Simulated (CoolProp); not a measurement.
Model: reference Helmholtz-energy equation of state, Wagner 2002, in CoolProp.

### Question
For water, give the phase and the cp (kJ/(kg K)), fugacity coefficient at 682.7 K and 22.1 MPa; 682.7 K and 29.4 MPa.

### Answer
- 682.7 K and 22.1 MPa: supercritical; cp 6.74, fugacity coefficient 0.729
- 682.7 K and 29.4 MPa: supercritical; cp 18.5, fugacity coefficient 0.636
